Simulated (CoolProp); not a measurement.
Vapour-liquid equilibrium of n-heptane (1) + p-xylene (2) at 0.0183 MPa; x and y are mole fractions of (1).

Values from CoolProp's multi-fluid Helmholtz-energy mixture model, Span 2003 and Zhou 2012; pair parameters Bell 2016.

```csv
x,bubble temperature (°C),y at the bubble point,dew temperature at overall composition x (°C),liquid density (mol/L)
0.05,79.6,0.197,83.1,7.541
0.15,72.7,0.447,80.8,7.454
0.25,67.7,0.596,78.3,7.355
0.35,63.9,0.696,75.6,7.251
0.45,60.8,0.769,72.6,7.144
0.55,58.1,0.826,69.4,7.037
0.65,55.8,0.874,65.7,6.931
0.75,53.8,0.914,61.6,6.826
0.85,51.9,0.950,57.0,6.724
0.95,50.1,0.984,51.9,6.623
```

No azeotrope shows between x = 0.05 and 0.95.

The pair parameters rest on a limited set of measurements; away from them the model extrapolates.
